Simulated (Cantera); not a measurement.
Mixture: CO : H₂ : CH₄ : O₂ : N₂ : H₂O = 1 : 0.062 : 0.28 : 0.779 : 2.93 : 0.012 (molar parts), equivalence ratio 1.4, at 2930 Torr, adiabatic and at constant volume. Ignition delay is the time to a rise of 400 K.

Cantera simulation using GRI-Mech 3.0 (53 species, 325 reactions); the numbers are that mechanism's predictions, not measurements.

Q: Predict: delay at 1223 K; delay at 1373 K; delay at 1523 K; delay at 1673 K; apparent activation energy between 1598 and 1748 K.

A: 
| Item | Result |
|---|---|
| delay at 1223 K | 1.80 ms |
| delay at 1373 K | 0.448 ms |
| delay at 1523 K | 0.129 ms |
| delay at 1673 K | 46.1 µs |
| apparent activation energy between 1598 and 1748 K | 140 kJ/mol |
